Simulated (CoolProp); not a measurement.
Vapour-liquid equilibrium of R125 (1) + R152A (2) at 9.07 kPa; x and y are mole fractions of (1).

Computed with CoolProp (multi-fluid Helmholtz-energy mixture model, Lemmon 2005 and Outcalt 1996; pair parameters Bell 2016).

Problem. Give the bubble temperature and the first vapour's composition at x = 0.2, 0.65, 0.8. Is there an azeotrope?

Solution. x = 0.2: 199.0 K, y = 0.496; x = 0.65: 190.6 K, y = 0.886; x = 0.8: 188.4 K, y = 0.949. No azeotrope shows between x = 0.05 and 0.95.

The pair parameters rest on a limited set of measurements; away from them the model extrapolates. The gap from Raoult's law changes sign with composition, which may be real or a fault of the pair parameters; it wasn't checked against measurements.
